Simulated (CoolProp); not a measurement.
Saturation properties of R13 (Tc = 303.0 K, pc = 39.73 bar, ω = 0.175).

The numbers come from the reference Helmholtz-energy equation of state, Platzer 1990 in CoolProp. This equation is an older, rougher fit; its heat capacities, sound speeds and derivatives of the liquid may be far off and weren't checked against measurements.

```
T (K)  p (bar)  liquid density (kg/m³)  liquid viscosity (µPa s)
-----  -------  ----------------------  ------------------------
229.3    5.260                    1365                       182
232.7    5.935                    1349                       174
236.1    6.671                    1333                       166
239.5    7.473                    1317                       159
242.9    8.344                    1300                       151
246.4    9.316                    1282                       144
249.8    10.34                    1264                       138
253.2    11.44                    1245                       131
256.6    12.62                    1226                       125
260      13.89                    1206                       119
```

It boils at 191.7 K under 1 atm.

Viscosity comes from a separate model (Huber 2003), an estimate that may be off by 10 % or more.
